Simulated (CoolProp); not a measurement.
Saturation properties of R22 (Tc = 369.3 K, pc = 4.990 MPa, ω = 0.221).

Computed with CoolProp (reference Helmholtz-energy equation of state, Kamei 1995).

| T (K) | p (MPa) | liquid cp (kJ/(kg K)) | surface tension (mN/m) | vapour viscosity (µPa s) |
|---|---|---|---|---|
| 207.6 | 0.02703 | 1.068 | 22.3 | 9.50 |
| 217.3 | 0.04731 | 1.074 | 20.7 | 9.96 |
| 227 | 0.07836 | 1.083 | 19.1 | 10.4 |
| 236.7 | 0.1238 | 1.095 | 17.5 | 10.9 |
| 246.4 | 0.1876 | 1.110 | 16.0 | 11.3 |
| 256.1 | 0.2744 | 1.129 | 14.4 | 11.8 |
| 265.8 | 0.3892 | 1.150 | 12.9 | 12.3 |
| 275.5 | 0.5372 | 1.176 | 11.4 | 12.8 |
| 285.2 | 0.7239 | 1.206 | 9.99 | 13.3 |
| 294.9 | 0.9553 | 1.243 | 8.58 | 13.8 |
| 304.7 | 1.241 | 1.289 | 7.19 | 14.3 |
| 314.4 | 1.581 | 1.348 | 5.87 | 14.9 |
| 324.1 | 1.985 | 1.428 | 4.59 | 15.6 |
| 333.8 | 2.462 | 1.549 | 3.39 | 16.4 |
| 343.5 | 3.019 | 1.753 | 2.26 | 17.4 |

It boils at 232.3 K under 1 atm.

Viscosity comes from a separate model (Bell 2016), an estimate that may be off by 10 % or more. Surface tension comes from a separate correlation (Mulero 2012).
